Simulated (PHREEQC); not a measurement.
Make-up at 25 °C: 0.0072 mol FeSO4, 0.00042 mol NaH2PO4 and 3.5e-05 mol NaCl per kg of water. Closed to the air; pH follows from the charge balance.

Equilibrium calculation in PHREEQC: ion-association model, phreeqc.dat.

```
Quantity                       Value
--------------------  --------------
pH                              5.05
ionic strength        0.0219 mol/kgw
specific conductance      1220 µS/cm
```

| species | molality | activity | log γ |
|---|---|---|---|
| SO4-2 | 0.00549 | 0.00313 | -0.244 |
| Fe+2 | 0.00524 | 0.00306 | -0.234 |
| FeSO4 | 0.00170 | 0.00170 | 0.002 |
| Na+ | 0.000448 | 0.000389 | -0.061 |
| FeH2PO4+ | 0.000246 | 0.000214 | -0.060 |
| H2PO4- | 0.000160 | 0.000140 | -0.060 |
| Cl- | 3.49e-5 | 3.01e-5 | -0.064 |
| FeHPO4 | 1.17e-5 | 1.18e-5 | 0.002 |
| H+ | 1.01e-5 | 8.96e-6 | -0.053 |

Precipitation was switched off in this run. Saturation is exceeded, for instance for Vivianite; the values hold only as long as no solid forms.
